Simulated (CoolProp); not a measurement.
Dimethyl carbonate at several states: density (kg/m³) from the reference equation and from simpler models built on Tc = 557.0 K, pc = 4909 kPa, ω = 0.346; each cubic takes its own stable root.

The numbers come from the reference Helmholtz-energy equation of state, Zhou 2011 in CoolProp.

| T (K) | p (kPa) | phase | reference | van der Waals | Redlich-Kwong | Soave-Redlich-Kwong |
|---|---|---|---|---|---|---|
| 592.2 | 381 | gas | 7.128 | 7.114 | 7.130 | 7.123 |
| 356.7 | 6620 | liquid | 992.5 | 590.9 | 853.7 | 889.5 |
| 562.3 | 989 | gas | 20.50 | 20.31 | 20.49 | 20.48 |
| 344.6 | 2490 | liquid | 1003 | 587.3 | 858.8 | 896.5 |
